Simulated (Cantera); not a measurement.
Input: 1 mol Si₃N₄, 0.27 mol CO₂, 12 mol H₂, at 750 Torr.

Method: chemical equilibrium by Gibbs-energy minimisation in Cantera with the NASA 1993 tables (ideal gas, pure condensed phases). Candidate condensed phases: C, C₆H₆, C₇H₈, C₈H₁₈, H₂O, Si, SiC, SiO₂, Si₂N₂O, Si₃N₄; 151 gas species. Mutual solubility and eutectic melting of coexisting phases are not modelled. Gases not in the tables: Si₂H₆ and higher silanes. The numbers say what is thermodynamically allowed, not how fast it happens. All values below are at 1800 K.

Base state: H₂ 0.970, N₂ 0.0290, H 0.000353, SiO 0.000220, CO 0.000113, HCN 5.49e-5, CH₄ 3.86e-5, SiH₂ 1.31e-5 (mole fractions); condensed: SiC(s) + Si₂N₂O(s) + Si₃N₄(s).

Question: What changes in the equilibrium state with this change: 0.59 mol H₂O added?

Answer: 
```json
[
 {"species": "H₂", "before": "0.970", "after": "0.957"},
 {"species": "N₂", "before": "0.0290", "after": "0.0421"},
 {"species": "H", "before": "0.000353", "after": "0.000350"},
 {"species": "CO", "before": "0.000113", "after": "0.000164"},
 {"species": "SiO", "before": "0.000220", "after": "0.000195"},
 {"species": "HCN", "before": "5.49e-5", "after": "8.42e-5"},
 {"species": "SiH₂", "before": "1.31e-5", "after": "1.01e-5"},
 {"species": "CH₄", "before": "3.86e-5", "after": "4.82e-5"},
 {"species": "SiC(s), mol", "before": "0.267", "after": "0.266"},
 {"species": "Si₂N₂O(s), mol", "before": "0.536", "after": "1.13"},
 {"species": "Si₃N₄(s), mol", "before": "0.553", "after": "0.160"}
]
```
